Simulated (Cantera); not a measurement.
Feed: 1 mol SiH2Cl2, 61 mol N2, at 6100 Pa.

Cantera equilibrium calculation (NASA polynomials, part measured and part estimated; ideal gas, pure solids and liquids). Candidate condensed phases: NH4Cl, Si, Si3N4; 28 gas species. N2 is the only nitrogen source here; it is nearly inert below about 1500 K, so the nitride shown seldom forms there in practice. Equilibrium is a limit: real reactors are often held back by kinetics, nucleation or transport. All values below are at 725 K.

Base state: N2 0.971, HCl 0.0203, H2 0.00589, SiCl4 0.00294 (mole fractions); condensed: Si3N4(s).

Question: What changes in the equilibrium state with this change: pressure from 6100 Pa to 13.0 Pa?

Answer: 
```tsv
species	before	after
N2	0.971	0.970
HCl	0.0203	0.0245
H2	0.00589	0.00381
SiCl4	0.00294	0.00190
Si3N4(s), mol	0.272	0.294
```
